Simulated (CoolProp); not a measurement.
A single-stage vapour-compression cycle with the fluid: evaporating at 235.15 K (dew point), condensing at 301.15 K (bubble point), superheat 2 K, subcooling 8 K, compressor efficiency 0.75, no pressure losses. The same conditions are run with several fluids, on thermodynamics alone (safety and materials aside).

Model: reference Helmholtz-energy equation of state of each fluid (propylene: Lemmon 2013; R142b: Lemmon 2006; n-perfluorobutane: Gao 2022; R22: Kamei 1995; R115: Lemmon 2016; vinyl chloride: Thol 2022), in CoolProp.

Q: Rank propylene, R142b, n-perfluorobutane, R22, R115, vinyl chloride by cooling COP, highest first.

A: vinyl chloride (2.21), R142b (2.19), R22 (2.12), propylene (2.09), R115 (1.84), n-perfluorobutane (1.60)

```json
[
 {"fluid": "propylene", "pressure ratio": "8.08", "discharge temperature (K)": "343.2", "refrigerating effect (kJ/kg)": "292", "volumetric capacity (kJ/m³)": "1000"},
 {"fluid": "R142b", "pressure ratio": "14.0", "discharge temperature (K)": "338.4", "refrigerating effect (kJ/kg)": "169", "volumetric capacity (kJ/m³)": "232"},
 {"fluid": "n-perfluorobutane", "pressure ratio": "16.3", "discharge temperature (K)": "301.2", "refrigerating effect (kJ/kg)": "46.8", "volumetric capacity (kJ/m³)": "103"},
 {"fluid": "R22", "pressure ratio": "9.80", "discharge temperature (K)": "368.2", "refrigerating effect (kJ/kg)": "166", "volumetric capacity (kJ/m³)": "874"},
 {"fluid": "R115", "pressure ratio": "9.13", "discharge temperature (K)": "305.7", "refrigerating effect (kJ/kg)": "68.0", "volumetric capacity (kJ/m³)": "595"},
 {"fluid": "vinyl chloride", "pressure ratio": "12.9", "discharge temperature (K)": "389.7", "refrigerating effect (kJ/kg)": "290", "volumetric capacity (kJ/m³)": "310"}
]
```

The compression ends wet for: n-perfluorobutane.
